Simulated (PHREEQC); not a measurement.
Consider water at 20 °C with 0.014 mol CaSO4, 0.00051 mol Na2HPO4 and 0.0033 mol MgSO4 per kg of water. Closed to the air; pH follows from the charge balance.

All values are PHREEQC results (ion-association model, phreeqc.dat), not measurements.

Task: The ionic strength comes out as 0.0476 mol/kgw. What activity coefficients do Na+, H2PO4-, CaH2PO4+, Ca+2, MgPO4- get?

Result: Na+ 0.83, H2PO4- 0.83, CaH2PO4+ 0.83, Ca+2 0.48, MgPO4- 0.83.

This is a speciation only: nothing precipitates in the calculation. Saturation is exceeded, for instance for Hydroxyapatite; the values hold only as long as no solid forms.
